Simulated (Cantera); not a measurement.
**Reactions in the system Ba-H-N-O**

Standard-state values (1 bar) from the NASA 1993 polynomials, evaluated with Cantera. Values are per mole of reaction as written; species without (g) are pure solids or liquids, kept so even where they would boil at 1 bar.

N(g) + 2 Ba(OH)2 = NO2(g) + 4 H(g) + 2 BaO

```csv
T (K),ΔH° (kJ),ΔS° (J/K),ΔG° (kJ),log10 K
1075,1164.6,380.8,755.2,-36.69
1150,1160.8,377.5,726.7,-33.01
1225,1157.2,374.4,698.5,-29.79
1300,1153.7,371.7,670.6,-26.94
1375,1150.4,369.2,642.8,-24.42
1450,1147.1,366.9,615.2,-22.16
1525,1144.0,364.7,587.7,-20.13
1600,1140.9,362.8,560.5,-18.30
```
